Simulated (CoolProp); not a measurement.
Computed with CoolProp (reference Helmholtz-energy equation of state, Akasaka 2023).

**Question.** Give the vapour pressure (kPa), vapour density (kg/m³), liquid cp (kJ/(kg K)) of saturated R1336mzz(E) at 226.4, 254.8 K.

**Answer.** 
```tsv
T (K)	p (kPa)	vapour density (kg/m³)	liquid cp (kJ/(kg K))
226.4	5.54	0.485	1.18
254.8	30.5	2.41	1.20
```
